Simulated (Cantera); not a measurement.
Mixture: 13.6 % CH4, 18.1 % O2, 68.3 % N2, at 390000 Pa, adiabatic and at constant volume. Ignition delay is the time to a rise of 400 K.

Computed with Cantera and GRI-Mech 3.0 (53 species, 325 reactions).

**Question.** Predict: delay at 1023 K; delay at 1098 K; delay at 1173 K; delay at 1248 K; delay at 1323 K; delay at 1398 K; delay at 1473 K; apparent activation energy between 1323 and 1473 K.

**Answer.** 
```
Property                                                 Value
--------------------------------------------------  ----------
delay at 1023 K                                        0.199 s
delay at 1098 K                                        63.2 ms
delay at 1173 K                                        21.8 ms
delay at 1248 K                                        8.13 ms
delay at 1323 K                                        3.23 ms
delay at 1398 K                                        1.36 ms
delay at 1473 K                                       0.603 ms
apparent activation energy between 1323 and 1473 K  180 kJ/mol
```
